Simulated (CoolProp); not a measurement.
R124 at 230.17 K and 6.06 MPa flows at 0.82 m/s in a round tube of 20 mm bore and 1.5 µm roughness, fully developed (64/Re and Nu = 3.66 if laminar; Colebrook and Gnielinski if turbulent). Each further row changes one setting.

The numbers come from the reference Helmholtz-energy equation of state, de Vries 1995 in CoolProp.

```tsv
case	Reynolds number	Darcy friction factor	pressure drop (Pa/m)	heat-transfer coefficient (W/(m² K))	mass flow (kg/h)
as stated	38600	0.0224	593	(withheld)	(withheld)
velocity 1.64 m/s	77300	(withheld)	2050	2330	(withheld)
diameter 40 mm	77300	(withheld)	254	1160	(withheld)
```

### Question
Some entries are withheld; supply them.

### Answer

- as stated, heat-transfer coefficient (W/(m² K)): 1270
- as stated, mass flow (kg/h): 1460
- velocity 1.64 m/s, Darcy friction factor: 0.0193
- velocity 1.64 m/s, mass flow (kg/h): 2920
- diameter 40 mm, Darcy friction factor: 0.0192
- diameter 40 mm, mass flow (kg/h): 5850

Viscosity comes from a separate model (Bell 2016), an estimate that may be off by 10 % or more. Thermal conductivity comes from a separate model (Huber 2003), an estimate that may be off by 10 % or more.
